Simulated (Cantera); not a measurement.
Cantera run:

```python
import numpy as np
import cantera as ct

gas_names = """
    B BH BH2 BH3 BO BO2 B2 B2O B2O2 B2O3 B3O3H3 H HBO HBO2 HO2 H2 H2O H2O2 H3B3O6 O OH O2 O3
""".split()
cond_names = """
    B(b) B(L) B2O3(L) B3O3H3(cr) H2O(s) H2O(L)
""".split()


def load(file, names, dense=False):
    # The tables refer to 1 bar. Condensed volumes are neglected.
    table = {s.name: s for s in ct.Species.list_from_file(file)}
    out = []
    for n in names:
        d = dict(table[n].input_data)
        d["thermo"] = dict(d["thermo"], **{"reference-pressure": 1e5})
        if dense:
            d["equation-of-state"] = {"model": "constant-volume", "density": "1e6 g/cm^3"}
        out.append(ct.Species.from_dict(d))
    return out


gas = ct.Solution(thermo="ideal-gas", species=load("nasa_gas.yaml", gas_names))
cond = {s.name: ct.Solution(thermo="fixed-stoichiometry", species=[s], name=s.name)
        for s in load("nasa_condensed.yaml", cond_names, dense=True)}
atoms = {
    'B2H6': {'B': 2, 'H': 6},
    'O2': {'O': 2},
    'H2': {'H': 2},
}
top_T = {}  # K; cautious upper limits of use, not melting points


def equilibrate(T, P, feed):
    n = {}
    for name, mol in feed.items():
        for a, k in atoms[name].items():
            n[a] = n.get(a, 0.0) + k * mol
    gas.TPX = T, P, n
    mass = sum(n.values()) * gas.mean_molecular_weight
    gas.equilibrate("TP")
    valid = [c for c in cond.values() if c.min_temp <= T <= top_T.get(c.name, c.max_temp)]
    mix = ct.Mixture([(gas, mass / gas.mean_molecular_weight)] + [(c, 0.0) for c in valid])
    mix.T, mix.P = T, P
    mix.equilibrate("TP", solver="vcs", rtol=1e-11, max_steps=5000)
    return mix


results = []
T = 1973  # K
P = 34  # Pa
for m in [0.22, 0.51, 1.1, 2.6, 5.9, 13, 31, 69]:
    feed = {'B2H6': 1, 'O2': 8.6, 'H2': m}  # mol
    mix = equilibrate(T, P, feed)
    results.append((T, P, feed, dict(zip(mix.species_names, mix.species_moles))))
    x = sorted(zip(gas.X, gas.species_names), reverse=True)
    print(f"T = {T:g} K  P = {P:g} Pa  n(H2) = {m:g} mol  gas = {mix.phase_moles(0):.4g} mol")
    print("   x: " + "  ".join(f"{s} {v:.3e}" for v, s in x if v > 0.001))
    print("   condensed (mol): " + ("  ".join(f"{mix.phase(i).name} {mix.phase_moles(i):.4g}"
          for i in range(1, mix.n_phases) if mix.phase_moles(i) > 1e-12) or "none"))
```

Result:

```
T = 1973 K  P = 34 Pa  n(H2) = 0.22 mol  gas = 9.988 mol
   x: O2 5.307e-01  H2O 2.252e-01  HBO2 1.571e-01  OH 2.494e-02  O 2.143e-02  BO2 2.102e-02  B2O3 1.096e-02  H 4.589e-03  H2 3.933e-03
   condensed (mol): none
T = 1973 K  P = 34 Pa  n(H2) = 0.51 mol  gas = 10.14 mol
   x: O2 5.088e-01  H2O 2.478e-01  HBO2 1.572e-01  OH 2.589e-02  O 2.098e-02  BO2 1.985e-02  B2O3 9.977e-03  H 4.865e-03  H2 4.420e-03
   condensed (mol): none
T = 1973 K  P = 34 Pa  n(H2) = 1.1 mol  gas = 10.45 mol
   x: O2 4.662e-01  H2O 2.923e-01  HBO2 1.566e-01  OH 2.751e-02  O 2.008e-02  BO2 1.782e-02  B2O3 8.395e-03  H2 5.446e-03  H 5.400e-03
   condensed (mol): none
T = 1973 K  P = 34 Pa  n(H2) = 2.6 mol  gas = 11.23 mol
   x: H2O 3.959e-01  O2 3.688e-01  HBO2 1.522e-01  OH 3.020e-02  O 1.786e-02  BO2 1.403e-02  H2 8.294e-03  H 6.664e-03  B2O3 5.851e-03
   condensed (mol): none
T = 1973 K  P = 34 Pa  n(H2) = 5.9 mol  gas = 12.97 mol
   x: H2O 5.802e-01  O2 1.984e-01  HBO2 1.384e-01  OH 3.131e-02  H2 1.657e-02  O 1.310e-02  H 9.420e-03  BO2 9.026e-03  B2O3 3.303e-03
   condensed (mol): none
T = 1973 K  P = 34 Pa  n(H2) = 13 mol  gas = 17.53 mol
   x: H2O 7.247e-01  H2 1.143e-01  HBO2 1.078e-01  H 2.474e-02  OH 1.489e-02  O2 6.511e-03  BO2 2.678e-03  O 2.373e-03  B2O3 1.605e-03
   condensed (mol): none
T = 1973 K  P = 34 Pa  n(H2) = 31 mol  gas = 36.05 mol
   x: H2 5.245e-01  H2O 3.639e-01  H 5.300e-02  HBO2 5.240e-02  OH 3.491e-03
   condensed (mol): none
T = 1973 K  P = 34 Pa  n(H2) = 69 mol  gas = 75.46 mol
   x: H2 7.347e-01  H2O 1.749e-01  H 6.272e-02  HBO2 2.441e-02  OH 1.418e-03
   condensed (mol): none
```

Method: chemical equilibrium by Gibbs-energy minimisation in Cantera with the NASA 1993 tables (ideal gas, pure condensed phases). The feed counts by its element totals alone.
